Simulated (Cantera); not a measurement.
Cantera run, input and output.

```python
import numpy as np
import cantera as ct

gas = ct.Solution("gri30.yaml")
gas.TPX = 750, 150000, {'CH4': 1, 'O2': 1.1, 'N2': 5.78}
inlet = ct.Reservoir(gas, clone=True)
gas.equilibrate("HP")  # start burning
reactor = ct.IdealGasConstPressureReactor(gas, energy="on", clone=False)
exhaust = ct.Reservoir(gas, clone=True)
tau = [0.36, 0.17, 0.076, 0.035, 0.016, 0.0074, 0.0034, 0.0016, 0.00073, 0.00033, 0.00015, 7.1e-05][0]
for a, b in ((inlet, reactor), (reactor, exhaust)):
    ct.MassFlowController(a, b, mdot=lambda t: reactor.mass / tau)
net = ct.ReactorNet([reactor])
show = ['CH4', 'O2', 'H2O2', 'OH', 'NO', 'O', 'C2H']

rows = []
print(f"{'tau/s':>10s}{'T/K':>9s}" + "".join(f"{s:>11s}" for s in show))
for tau in [0.36, 0.17, 0.076, 0.035, 0.016, 0.0074, 0.0034, 0.0016, 0.00073, 0.00033, 0.00015, 7.1e-05]:
    net.initial_time = 0.0
    net.advance(30 * tau)
    before = gas.X
    net.advance(40 * tau)
    drift = np.max(np.abs(gas.X - before) / (gas.X + 1e-9))
    rows.append([gas.T, *gas[show].X, drift])
    print(f"{tau:10.3e}{gas.T:9.1f}" + "".join(f"{x:11.3e}" for x in gas[show].X))
```

Output:

```
     tau/s      T/K        CH4         O2       H2O2         OH         NO          O        C2H
 3.600e-01   1832.5  4.057e-03  1.448e-04  1.298e-09  1.325e-05  4.604e-06  6.420e-08  4.644e-08
 1.700e-01   1838.5  5.099e-03  2.734e-04  2.547e-09  1.618e-05  4.129e-06  1.187e-07  7.717e-08
 7.600e-02   1843.5  6.267e-03  5.285e-04  5.199e-09  2.047e-05  3.656e-06  2.359e-07  1.225e-07
 3.500e-02   1845.5  7.423e-03  9.746e-04  1.025e-08  2.594e-05  3.209e-06  4.662e-07  1.777e-07
 1.600e-02   1842.9  8.657e-03  1.776e-03  2.033e-08  3.294e-05  2.721e-06  9.404e-07  2.401e-07
 7.400e-03   1833.0  1.009e-02  3.200e-03  4.043e-08  4.095e-05  2.153e-06  1.892e-06  2.954e-07
 3.400e-03   1809.4  1.224e-02  6.006e-03  8.481e-08  4.843e-05  1.434e-06  3.831e-06  3.138e-07
 1.600e-03   1745.8  1.724e-02  1.336e-02  2.124e-07  4.706e-05  5.315e-07  7.481e-06  2.128e-07
 7.300e-04    750.0  1.269e-01  1.396e-01  1.128e-15  5.906e-18 -6.996e-21  7.333e-19 -3.873e-37
 3.300e-04    750.0  1.269e-01  1.396e-01  2.252e-16  2.669e-18 -9.856e-24  3.291e-19  4.947e-37
 1.500e-04    750.0  1.269e-01  1.396e-01  4.749e-17  1.207e-18  4.295e-27  1.466e-19  3.843e-42
 7.100e-05    750.0  1.269e-01  1.396e-01  1.068e-17  5.683e-19 -2.278e-32  6.698e-20 -5.273e-47
```

Computed with Cantera and GRI-Mech 3.0 (53 species, 325 reactions).
